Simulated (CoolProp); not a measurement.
Vapour-liquid equilibrium of methane (1) + ethane (2) at 306 kPa; x and y are mole fractions of (1).

Values from CoolProp's multi-fluid Helmholtz-energy mixture model, Setzmann 1991 and Bücker 2006; pair parameters Kunz 2012.

```tsv
x	bubble temperature (°C)	y at the bubble point	dew temperature at overall composition x (°C)	liquid density (mol/L)
0.05	-86.3	0.624	-66.5	18.15
0.15	-111.4	0.924	-69.2	19.60
0.25	-123.1	0.972	-72.1	20.52
0.35	-129.7	0.986	-75.3	21.27
0.45	-134.1	0.992	-78.8	21.93
0.55	-137.2	0.995	-82.9	22.55
0.65	-139.7	0.997	-87.7	23.13
0.75	-141.7	0.998	-93.6	23.68
0.85	-143.5	0.999	-101.9	24.19
0.95	-145.3	1.000	-116.6	24.66
```

No azeotrope shows between x = 0.05 and 0.95.

Pair parameters are fitted to limited data, so mixtures are less certain than the pure fluids. The gap from Raoult's law changes sign with composition, which may be real or a fault of the pair parameters; it wasn't checked against measurements.
